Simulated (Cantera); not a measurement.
An isothermal, constant-pressure homogeneous reactor starts with 20.4 % CH₄, 79.6 % H₂O, at 2048 K and 1000000 Pa.

Detailed kinetics in Cantera: GRI-Mech 3.0 (53 species, 325 reactions).

x: mole fraction; the columns are a selection and need not sum to one.

| t (s) | x CH₄ | x H₂O | x CH₂CO | x O | x C₂H | x CH₂ |
|---|---|---|---|---|---|---|
| 7.00e-6 | 0.146 | 0.764 | 2.56e-5 | 1.49e-7 | [?] | 1.01e-5 |
| 2.70e-5 | 0.0854 | 0.706 | 0.000127 | 7.35e-8 | [?] | 5.61e-6 |
| 0.000104 | 0.0395 | 0.645 | 0.000144 | 5.04e-8 | [?] | 3.24e-6 |
| 0.000403 | 0.0202 | 0.564 | 9.16e-5 | 4.30e-8 | [?] | 1.73e-6 |
| 0.00156 | 0.0118 | 0.465 | 2.65e-5 | 3.82e-8 | [?] | 6.32e-7 |
| 0.00602 | 0.00226 | 0.404 | 1.26e-6 | 3.49e-8 | [?] | 7.27e-8 |
| 0.0233 | 7.95e-7 | 0.398 | 9.68e-11 | 3.48e-8 | <1e-12 | 2.20e-11 |
| 0.0898 | 9.48e-8 | 0.398 | 1.19e-11 | 3.48e-8 | <1e-12 | 2.75e-12 |
| 0.347 | 9.48e-8 | 0.398 | 1.19e-11 | 3.48e-8 | <1e-12 | 2.75e-12 |
| 1.34 | 9.48e-8 | 0.398 | 1.19e-11 | 3.48e-8 | <1e-12 | 2.75e-12 |
| 5.18 | 9.48e-8 | 0.398 | 1.19e-11 | 3.48e-8 | <1e-12 | 2.75e-12 |
| 20.0 | 9.48e-8 | 0.398 | 1.19e-11 | 3.48e-8 | <1e-12 | 2.75e-12 |

**Question.** Complete the blanks.

**Answer.** 
- 7.00e-6, x C₂H: 3.79e-7
- 2.70e-5, x C₂H: 1.36e-6
- 0.000104, x C₂H: 1.66e-6
- 0.000403, x C₂H: 1.18e-6
- 0.00156, x C₂H: 3.77e-7
- 0.00602, x C₂H: 1.62e-8
